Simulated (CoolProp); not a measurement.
A single-stage vapour-compression cycle with hydrogen chloride: evaporating at 268.15 K (dew point), condensing at 304.15 K (bubble point), superheat 2 K, subcooling 2 K, compressor efficiency 0.85, no pressure losses. Each further row changes one setting.

Model: reference Helmholtz-energy equation of state, Thol 2018, in CoolProp.

```csv
case,cooling COP,pressure ratio,discharge temperature (K),refrigerating effect (kJ/kg),volumetric capacity (kJ/m³)
as stated,4.57,2.39,350.3,252,11900
evaporating temperature 273.15 K,…,2.09,…,250,13700
condensing temperature 299.15 K,5.58,2.14,338.8,…,12500
subcooling 7 K,4.81,2.39,350.3,265,12600
superheat 12 K,4.45,2.39,365.4,266,11700
compressor efficiency 0.75,4.03,2.39,356.1,252,11900
```

Some entries are withheld; supply them.


- evaporating temperature 273.15 K, cooling COP: 5.51
- evaporating temperature 273.15 K, discharge temperature (K): 342.2
- condensing temperature 299.15 K, refrigerating effect (kJ/kg): 264
